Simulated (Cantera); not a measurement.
**Adiabatic ignition**

An adiabatic, constant-volume homogeneous reactor starts with CH4 : C2H6 : C3H8 : O2 : N2 = 1 : 0.21 : 0.55 : 3.05 : 11.5 (molar parts), equivalence ratio 1.8, at 1500 K and 3450 Torr.

Cantera simulation using GRI-Mech 3.0 (53 species, 325 reactions); the numbers are that mechanism's predictions, not measurements. GRI-Mech 3.0 was tuned for natural gas; its chemistry of propane as a main component is partial and can be far from experiment.

| t (s) | T (K) | P (bar) | x CH4 | x C2H6 | x C3H8 | x C2H | x CO | x NO2 |
|---|---|---|---|---|---|---|---|---|
| 5.00e-6 | 1495 | 4.60 | 0.0610 | 0.0127 | 0.0320 | 2.13e-12 | 3.44e-5 | <1e-12 |
| 1.51e-5 | 1507 | 4.67 | 0.0597 | 0.0123 | 0.0263 | 1.10e-10 | 0.000844 | <1e-12 |
| 4.58e-5 | 2978 | 11.0 | 1.26e-10 | <1e-12 | <1e-12 | <1e-12 | 0.135 | 3.67e-8 |
| 0.000139 | 2973 | 11.0 | 1.11e-10 | <1e-12 | <1e-12 | <1e-12 | 0.135 | 6.40e-8 |
| 0.000420 | 2972 | 11.0 | 1.12e-10 | <1e-12 | <1e-12 | <1e-12 | 0.135 | 7.39e-8 |
| 0.00127 | 2972 | 11.0 | 1.12e-10 | <1e-12 | <1e-12 | <1e-12 | 0.135 | 7.40e-8 |
| 0.00385 | 2972 | 11.0 | 1.12e-10 | <1e-12 | <1e-12 | <1e-12 | 0.135 | 7.40e-8 |
| 0.0117 | 2972 | 11.0 | 1.12e-10 | <1e-12 | <1e-12 | <1e-12 | 0.135 | 7.40e-8 |
| 0.0353 | 2972 | 11.0 | 1.12e-10 | <1e-12 | <1e-12 | <1e-12 | 0.135 | 7.40e-8 |
| 0.107 | 2972 | 11.0 | 1.12e-10 | <1e-12 | <1e-12 | <1e-12 | 0.135 | 7.40e-8 |
| 0.324 | 2972 | 11.0 | 1.12e-10 | <1e-12 | <1e-12 | <1e-12 | 0.135 | 7.40e-8 |
| 0.982 | 2972 | 11.0 | 1.12e-10 | <1e-12 | <1e-12 | <1e-12 | 0.135 | 7.40e-8 |
| 2.97 | 2972 | 11.0 | 1.12e-10 | <1e-12 | <1e-12 | <1e-12 | 0.135 | 7.40e-8 |
| 9.00 | 2972 | 11.0 | 1.12e-10 | <1e-12 | <1e-12 | <1e-12 | 0.135 | 7.40e-8 |
x: mole fraction; the columns are a selection and need not sum to one.

```
Property                                                               Value
---------------------------------  -----------------------------------------
time of steepest temperature rise                                    35.5 µs
temperature at 9.00 s                                                 2972 K
equilibrium temperature                                               2972 K
x(CH4) at 9.00 s                   1.12e-10 (gas-phase equilibrium 1.26e-10)
x(C2H6) at 9.00 s                      <1e-12 (gas-phase equilibrium <1e-12)
x(C3H8) at 9.00 s                      <1e-12 (gas-phase equilibrium <1e-12)
```
